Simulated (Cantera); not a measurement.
A freely propagating, adiabatic, planar premixed flame of H2 : O2 : N2 : H2O = 1 : 0.208 : 0.783 : 0.22 (molar parts), equivalence ratio 2.4, unburnt at 650 K and 0.133 bar; mixture-averaged transport, grid criteria slope 0.08 and curve 0.16, no radiation.

Computed with Cantera and the H2/O2 subset of GRI-Mech 3.0, which has no nitrogen chemistry. Burning velocities carry a grid error of a few per cent, more on coarse grids.

Problem. What does this change do: inlet temperature 650 to 625 K?

Solution. 
| quantity | before | after |
|---|---|---|
| laminar burning velocity | 719 cm/s | 658 cm/s |
| thermal thickness | 6.29 mm | 6.10 mm |
| peak x(HO2) | 4.93e-5 | 5.38e-5 |
| peak x(OH) | 0.00324 | 0.00304 |
| peak x(H) | 0.104 | 0.101 |

Problem. What does this change do: inlet temperature 650 to 325 K?

Solution. 
```tsv
quantity	before	after
laminar burning velocity	719 cm/s	216 cm/s
thermal thickness	6.29 mm	4.48 mm
peak x(HO2)	4.93e-5	0.000142
peak x(OH)	0.00324	0.00138
peak x(H)	0.104	0.0713
```
